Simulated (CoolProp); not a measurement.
Model: reference Helmholtz-energy equation of state, Tillner-Roth 1997, in CoolProp.

Question: For CH2F2 (R32), give the phase and the density (kg/m³), cp (kJ/(kg K)), Joule-Thomson coefficient (K/MPa), isothermal compressibility (1/MPa) at 338.1 K and 0.665 MPa; 376.9 K and 0.665 MPa.

Answer: 
- 338.1 K and 0.665 MPa: gas; density 13.0, cp 0.973, Joule-Thomson coefficient 16.5, isothermal compressibility 1.59
- 376.9 K and 0.665 MPa: gas; density 11.4, cp 1.00, Joule-Thomson coefficient 11.8, isothermal compressibility 1.56
